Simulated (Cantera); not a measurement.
## Thermodynamics of silicon nitride deposition, feed SiHCl₃ + NH₃ + N₂

Charge: 1 mol SiHCl₃, 0.39 mol NH₃, 83 mol N₂, at 0.0100 bar.

Cantera equilibrium calculation (NASA polynomials, part measured and part estimated; ideal gas, pure solids and liquids). Candidate condensed phases: NH₄Cl, Si, Si₃N₄; 28 gas species. The tables' values for SiCl₃, SiCl, SiN are old estimates; treat these amounts as uncertain. Kinetics and transport are ignored.

```json
[
 {"T (K)": "900", "x N₂": "0.973", "x HCl": "0.0209", "x SiCl₂": "1.29e-8", "x H₂": "0.00233", "n Si₃N₄(s)": "0.231"},
 {"T (K)": "1000", "x N₂": "0.973", "x HCl": "0.0215", "x SiCl₂": "5.49e-7", "x H₂": "0.00202", "n Si₃N₄(s)": "0.235"},
 {"T (K)": "1100", "x N₂": "0.973", "x HCl": "0.0219", "x SiCl₂": "1.16e-5", "x H₂": "0.00180", "n Si₃N₄(s)": "0.238"},
 {"T (K)": "1200", "x N₂": "0.973", "x HCl": "0.0222", "x SiCl₂": "0.000144", "x H₂": "0.00166", "n Si₃N₄(s)": "0.237"},
 {"T (K)": "1300", "x N₂": "0.972", "x HCl": "0.0221", "x SiCl₂": "0.00107", "x H₂": "0.00168", "n Si₃N₄(s)": "0.221"},
 {"T (K)": "1400", "x N₂": "0.971", "x HCl": "0.0209", "x SiCl₂": "0.00407", "x H₂": "0.00224", "n Si₃N₄(s)": "0.168"},
 {"T (K)": "1500", "x N₂": "0.970", "x HCl": "0.0177", "x SiCl₂": "0.00759", "x H₂": "0.00382", "n Si₃N₄(s)": "0.0977"},
 {"T (K)": "1600", "x N₂": "0.970", "x HCl": "0.0134", "x SiCl₂": "0.0103", "x H₂": "0.00592", "n Si₃N₄(s)": "0.0302"},
 {"T (K)": "1700", "x N₂": "0.970", "x HCl": "0.0114", "x SiCl₂": "0.0115", "x H₂": "0.00688", "n Si₃N₄(s)": "0"},
 {"T (K)": "1800", "x N₂": "0.969", "x HCl": "0.0114", "x SiCl₂": "0.0114", "x H₂": "0.00680", "n Si₃N₄(s)": "0"},
 {"T (K)": "1900", "x N₂": "0.969", "x HCl": "0.0115", "x SiCl₂": "0.0111", "x H₂": "0.00657", "n Si₃N₄(s)": "0"},
 {"T (K)": "2000", "x N₂": "0.967", "x HCl": "0.0118", "x SiCl₂": "0.0104", "x H₂": "0.00607", "n Si₃N₄(s)": "0"},
 {"T (K)": "2100", "x N₂": "0.965", "x HCl": "0.0123", "x SiCl₂": "0.00894", "x H₂": "0.00528", "n Si₃N₄(s)": "0"}
]
```
x: gas mole fraction; n: condensed amount in mol.

From 900 K to 1600 K the condensed part is Si₃N₄(s). From 1700 K to 2100 K nothing is condensed. The main Si-bearing gas is SiCl₄ at 900 K and SiCl₂ at 2100 K.
